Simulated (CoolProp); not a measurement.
1,2-dichloroethane along the isobar 63.8 bar: density (kg/m³) from the reference equation and from simpler models built on Tc = 561.6 K, pc = 52.26 bar, ω = 0.269; each cubic takes its own stable root.

The numbers come from the reference Helmholtz-energy equation of state, Thol 2015 in CoolProp.

```
T (K)   phase  reference
-----  ------  ---------
375.9  liquid       1136
389.7  liquid       1114
403.5  liquid       1091
417.3  liquid       1067
431.1  liquid       1042
444.9  liquid       1017
458.6  liquid      989.8
472.4  liquid      961.4
486.2  liquid      931.3
500    liquid      899.0
```

Question: How far does each simpler model (van der Waals, Redlich-Kwong, Soave-Redlich-Kwong, Peng-Robinson) lie from the reference over these 10 states: mean and median of the absolute difference, and the worst?

Answer: 
- van der Waals: mean 40.0 %, median 40.1 %, worst -40.9 % at 375.9 K and 63.8 bar
- Redlich-Kwong: mean 16.3 %, median 16.0 %, worst -18.3 % at 500 K and 63.8 bar
- Soave-Redlich-Kwong: mean 13.0 %, median 12.6 %, worst -15.0 % at 500 K and 63.8 bar
- Peng-Robinson: mean 1.7 %, median 1.2 %, worst -4.1 % at 500 K and 63.8 bar
